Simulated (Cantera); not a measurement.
## Gas-phase reforming

An isothermal, constant-pressure homogeneous reactor starts with 6.67 % CH₄, 93.3 % CO₂, at 1825 K and 15.0 bar.

Model: GRI-Mech 3.0 (53 species, 325 reactions), integrated in Cantera. The pressure lies above the range GRI-Mech 3.0 was tuned for (to about 10 atm).

```
t (s)        x CH₄  x CO₂    x C₂H₂    x CH₂      x CO    x H₂O₂
--------  --------  -----  --------  -------  --------  --------
2.00e-6     0.0664  0.933   5.24e-9  1.19e-8   2.41e-5    <1e-12
1.34e-5     0.0650  0.933   6.76e-6  8.93e-8  0.000271    <1e-12
8.94e-5     0.0531  0.920   0.00187  1.89e-7   0.00604  4.52e-12
0.000598    0.0216  0.836    0.0174  1.70e-7    0.0597  2.85e-11
0.00400    0.00142  0.724    0.0150  1.30e-7     0.156  1.02e-10
0.0267     7.77e-5  0.658  0.000271  2.49e-9     0.224  6.84e-11
0.179     6.86e-11  0.657    <1e-12   <1e-12     0.226  8.28e-11
1.20      6.86e-11  0.657    <1e-12   <1e-12     0.226  8.28e-11
8.00      6.86e-11  0.657    <1e-12   <1e-12     0.226  8.28e-11
```
x: mole fraction; the columns are a selection and need not sum to one.

Equilibrium at this temperature and pressure: CH₄ 7.07e-11, CO₂ 0.657, C₂H₂ <1e-12, CH₂ <1e-12, CO 0.226, H₂O₂ 8.28e-11 (gas phase only).
